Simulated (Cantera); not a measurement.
**Thermodynamics of oxide etching and cleaning by halides, feed SiO₂ + HF + H₂**

Feed: 1 mol SiO₂, 11 mol HF, 1.2 mol H₂, held at 1.00 Torr.

Method: chemical equilibrium by Gibbs-energy minimisation in Cantera with the NASA 1993 tables (ideal gas, pure condensed phases). Candidate condensed phases: H₂O, Si, SiO₂; 38 gas species. The tables' values for SiF₃, SiF₂, SiO₂ are old estimates; treat these amounts as uncertain. The tables hold silica as quartz up to 1696 K and as liquid above; real silica turns to tridymite and cristobalite and melts near 1996 K. Rates play no part.

From 1150 °C to 1400 °C the condensed part is SiO₂(β-quartz). From 1450 °C to 1600 °C the condensed part is SiO₂(condensed). The main Si-bearing gas is SiF₄ at 1150 °C and SiO at 1600 °C. The share of Si in condensed phases is highest at 1450 °C (81.0 %) and lowest at 1600 °C (70.5 %).

```
T (°C)   x HF    x H₂   x H₂O   x SiF₄     x SiO       x H    x SiF₃  n SiO₂(β-quartz)  n SiO₂(condensed)
------  -----  ------  ------  -------  --------  --------  --------  ----------------  -----------------
1150    0.826   0.101  0.0488   0.0244   2.53e-7   5.77e-5   2.81e-5             0.709                  0
1200    0.833   0.100  0.0445   0.0222   1.31e-6  0.000110   5.18e-5             0.735                  0
1250    0.839   0.100  0.0407   0.0203   6.09e-6  0.000200   9.16e-5             0.757                  0
1300    0.844  0.0999  0.0375   0.0186   2.56e-5  0.000352  0.000156             0.775                  0
1350    0.848  0.0995  0.0347   0.0170   9.79e-5  0.000597  0.000255             0.791                  0
1400    0.851  0.0988  0.0324   0.0156  0.000343  0.000980  0.000401             0.803                  0
1450    0.855  0.0974  0.0305   0.0141   0.00109   0.00156  0.000601                 0              0.810
1500    0.858  0.0945  0.0293   0.0122   0.00311   0.00239  0.000834                 0              0.804
1550    0.860  0.0885  0.0294  0.00983   0.00771   0.00353   0.00102                 0              0.773
1600    0.861  0.0784  0.0317  0.00687    0.0159   0.00495   0.00104                 0              0.705
```
x: gas mole fraction; n: condensed amount in mol.
